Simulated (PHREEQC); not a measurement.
Solution (89 °C): 0.038 mol CdSO4 and 0.0031 mol CaBr2 per kg of water. Closed to the air; pH follows from the charge balance.

All values are PHREEQC results (ion-association model, phreeqc.dat), not measurements.

This is a speciation only: nothing precipitates in the calculation.

Q: Predict the pH, density, ionic strength.

A: pH 5.57; density 0.974 g/cm³; ionic strength 0.0828 mol/kgw.

Q: In which forms is Cd present?

A: Cd+2 48 %, CdSO4 40 %, CdBr+ 6.7 %, Cd(SO4)2-2 5.7 % of the Cd.

Away from 25 °C the constants follow the database's enthalpies or fits; those with neither stay at their 25 °C values.
